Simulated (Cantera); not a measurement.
Charge: 1 mol B₂O₃, 4.1 mol Cl₂, 0.82 mol O₂, equilibrated at 1375 °C and 10.0 mbar.

Cantera equilibrium calculation (NASA polynomials, part measured and part estimated; ideal gas, pure solids and liquids). Candidate condensed phases: B, B₂O₃; 18 gas species. The tables' values for BOCl are old estimates; treat these amounts as uncertain. The numbers say what is thermodynamically allowed, not how fast it happens.

Problem. What is the equilibrium state?

Solution. 
| Item | Value |
|---|---|
| x(Cl) | 0.639 |
| x(Cl₂) | 0.195 |
| x(O₂) | 0.109 |
| x(B₂O₃) | 0.0337 |
| x(BOCl) | 0.0200 |
| x(BO₂) | 0.00209 |
| x(ClO) | 0.000437 |
| x(BCl₃) | 0.000203 |
| x(O) | 8.39e-5 |
| n(B₂O₃(l)) | 0.649 mol |
| gas amount | 7.811 mol |
| log10 activity of B(s) (absent) | -11.74 |
